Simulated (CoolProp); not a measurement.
Carbon monoxide at 293.15 K and 0.164 MPa is throttled through a valve to 0.0701 MPa with no heat exchange. Each further row changes one setting.

Computed with CoolProp (reference Helmholtz-energy equation of state, Lemmon 2006). It is a short technical equation, of lower accuracy than the large ones.

| case | temperature change (K) | final density (kg/m³) |
|---|---|---|
| as stated | -0.2 | 0.806 |
| outlet pressure 0.021 MPa | -0.4 | 0.242 |
| outlet pressure 0.0911 MPa | -0.2 | 1.05 |
